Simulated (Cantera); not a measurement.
A perfectly stirred reactor is fed with H₂ : O₂ : N₂ = 0.076 : 1 : 0.12 (molar parts), at 12.0 Torr; it is held at 1473 K, and followed from long to short residence time.

Computed with Cantera and GRI-Mech 3.0 (53 species, 325 reactions). Radical loss at walls, strong at low pressure, is not modelled. The temperature is held fixed by assumption; the heat of reaction is taken as removed at once.

Problem. Predict: x(H₂) at τ = 5.80 s; x(O₂) at τ = 5.80 s; x(OH) at τ = 5.80 s; x(H₂O₂) at τ = 5.80 s; x(NO) at τ = 5.80 s; x(H₂) at τ = 0.100 s; x(O₂) at τ = 0.100 s; x(OH) at τ = 0.100 s; x(H₂O₂) at τ = 0.100 s; x(NO) at τ = 0.100 s.

Solution. 
| Item | Value |
|---|---|
| x(H₂) at τ = 5.80 s | 7.22e-5 |
| x(O₂) at τ = 5.80 s | 0.828 |
| x(OH) at τ = 5.80 s | 0.00182 |
| x(H₂O₂) at τ = 5.80 s | 1.62e-8 |
| x(NO) at τ = 5.80 s | 3.72e-7 |
| x(H₂) at τ = 0.100 s | 0.000772 |
| x(O₂) at τ = 0.100 s | 0.809 |
| x(OH) at τ = 0.100 s | 0.00592 |
| x(H₂O₂) at τ = 0.100 s | 4.79e-8 |
| x(NO) at τ = 0.100 s | 2.76e-7 |
